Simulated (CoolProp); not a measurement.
Saturation properties of n-heptane (Tc = 541.2 K, pc = 2.774 MPa, ω = 0.349).

Values from CoolProp's reference Helmholtz-energy equation of state, Span 2003. It is a short technical equation, of lower accuracy than the large ones.

```json
[
 {"T (K)": "387.1", "p (MPa)": "0.1567", "liquid density (kg/m³)": "599.1", "liquid cp (kJ/(kg K))": "2.635"},
 {"T (K)": "397.9", "p (MPa)": "0.2071", "liquid density (kg/m³)": "588.2", "liquid cp (kJ/(kg K))": "2.690"},
 {"T (K)": "408.7", "p (MPa)": "0.2692", "liquid density (kg/m³)": "576.9", "liquid cp (kJ/(kg K))": "2.747"},
 {"T (K)": "419.5", "p (MPa)": "0.3447", "liquid density (kg/m³)": "565.2", "liquid cp (kJ/(kg K))": "2.807"},
 {"T (K)": "430.3", "p (MPa)": "0.4351", "liquid density (kg/m³)": "552.9", "liquid cp (kJ/(kg K))": "2.870"},
 {"T (K)": "441.2", "p (MPa)": "0.5436", "liquid density (kg/m³)": "539.8", "liquid cp (kJ/(kg K))": "2.938"},
 {"T (K)": "452", "p (MPa)": "0.6700", "liquid density (kg/m³)": "526.1", "liquid cp (kJ/(kg K))": "3.012"},
 {"T (K)": "462.8", "p (MPa)": "0.8174", "liquid density (kg/m³)": "511.4", "liquid cp (kJ/(kg K))": "3.094"},
 {"T (K)": "473.6", "p (MPa)": "0.9880", "liquid density (kg/m³)": "495.4", "liquid cp (kJ/(kg K))": "3.190"},
 {"T (K)": "484.4", "p (MPa)": "1.184", "liquid density (kg/m³)": "477.9", "liquid cp (kJ/(kg K))": "3.306"},
 {"T (K)": "495.2", "p (MPa)": "1.409", "liquid density (kg/m³)": "458.0", "liquid cp (kJ/(kg K))": "3.460"},
 {"T (K)": "506", "p (MPa)": "1.666", "liquid density (kg/m³)": "434.8", "liquid cp (kJ/(kg K))": "3.689"}
]
```

It boils at 371.5 K under 1 atm.
